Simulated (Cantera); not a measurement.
**Premixed flame**

A freely propagating, adiabatic, planar premixed flame of 10.2 % CH₄, 0.399 % H₂, 18.8 % O₂, 70.6 % N₂, unburnt at 475 K and 1.20 bar; mixture-averaged transport, grid criteria slope 0.08 and curve 0.16, no radiation.

Model: GRI-Mech 3.0 (53 species, 325 reactions), integrated in Cantera. Burning velocities carry a grid error of a few per cent, more on coarse grids.

```csv
z (mm),T (K),u (m/s),x CH₄,x H₂,x O₂,x H,x HCO,x N₂O
-0.932,475,0.820,0.102,0.00484,0.188,<1e-8,<1e-8,<1e-8
-0.621,477,0.824,0.102,0.00660,0.188,<1e-8,<1e-8,<1e-8
-0.466,485,0.840,0.101,0.00906,0.187,<1e-8,<1e-8,<1e-8
-0.311,548,0.957,0.0965,0.0142,0.182,1.13e-7,<1e-8,<1e-8
-0.155,977,1.73,0.0687,0.0230,0.147,9.17e-5,6.33e-7,<1e-8
-0.0777,1411,2.53,0.0379,0.0274,0.104,0.000725,1.49e-5,2.36e-8
0,1807,3.27,0.00922,0.0280,0.0543,0.00347,5.68e-5,4.81e-8
0.0777,1974,3.57,0.000716,0.0231,0.0256,0.00712,2.18e-5,7.15e-8
0.155,2019,3.64,2.84e-5,0.0202,0.0158,0.00872,1.54e-6,8.36e-8
0.311,2065,3.70,6.95e-8,0.0194,0.0111,0.00863,9.23e-8,8.43e-8
0.621,2121,3.78,<1e-8,0.0187,0.00872,0.00701,6.16e-8,8.11e-8
1.24,2184,3.88,<1e-8,0.0171,0.00650,0.00494,3.91e-8,7.89e-8
2.49,2243,3.97,<1e-8,0.0152,0.00431,0.00319,2.27e-8,7.54e-8
```
x: mole fraction of selected species; z is measured from the peak of heat release.

- laminar burning velocity: 81.9 cm/s
- thermal thickness: 0.311 mm
- peak x(H): 0.00894
- peak x(HCO): 5.74e-5
- grid points: 154
